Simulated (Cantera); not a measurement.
Adiabatic ignition

An adiabatic, constant-volume homogeneous reactor starts with 9.70 % CO, 1.55 % H₂, 7.40 % O₂, 81.4 % N₂, equivalence ratio 0.76, at 1423 K and 1.09 atm.

Computed with Cantera and GRI-Mech 3.0 (53 species, 325 reactions).

| t (s) | T (K) | P (bar) | x CO | x H₂ | x O₂ | x H | x NO | x OH |
|---|---|---|---|---|---|---|---|---|
| 8.00e-6 | 1423 | 1.10 | 0.0970 | 0.0155 | 0.0740 | 9.18e-8 | <1e-12 | 4.42e-8 |
| 2.83e-5 | 1423 | 1.10 | 0.0970 | 0.0155 | 0.0740 | 8.48e-6 | <1e-12 | 4.06e-6 |
| 0.000100 | 1569 | 1.20 | 0.0733 | 0.00112 | 0.0498 | 0.00766 | 5.01e-6 | 0.00202 |
| 0.000355 | 2031 | 1.52 | 0.0354 | 0.00122 | 0.0325 | 0.00380 | 8.85e-5 | 0.00363 |
| 0.00126 | 2276 | 1.68 | 0.0189 | 0.000560 | 0.0263 | 0.000728 | 0.000325 | 0.00281 |
| 0.00445 | 2375 | 1.74 | 0.0102 | 0.000282 | 0.0224 | 0.000213 | 0.00101 | 0.00200 |
| 0.0158 | 2381 | 1.75 | 0.00923 | 0.000256 | 0.0213 | 0.000177 | 0.00261 | 0.00187 |
| 0.0558 | 2375 | 1.74 | 0.00918 | 0.000256 | 0.0201 | 0.000172 | 0.00503 | 0.00181 |
| 0.198 | 2373 | 1.74 | 0.00917 | 0.000256 | 0.0197 | 0.000171 | 0.00581 | 0.00179 |
| 0.700 | 2373 | 1.74 | 0.00917 | 0.000256 | 0.0197 | 0.000171 | 0.00582 | 0.00179 |
x: mole fraction; the columns are a selection and need not sum to one.

- time of steepest temperature rise: 74.0 µs
- temperature at 0.700 s: 2373 K
- equilibrium temperature: 2373 K
- x(CO) at 0.700 s: 0.00917 (gas-phase equilibrium 0.00917)
- x(H₂) at 0.700 s: 0.000256 (gas-phase equilibrium 0.000256)
- x(O₂) at 0.700 s: 0.0197 (gas-phase equilibrium 0.0197)
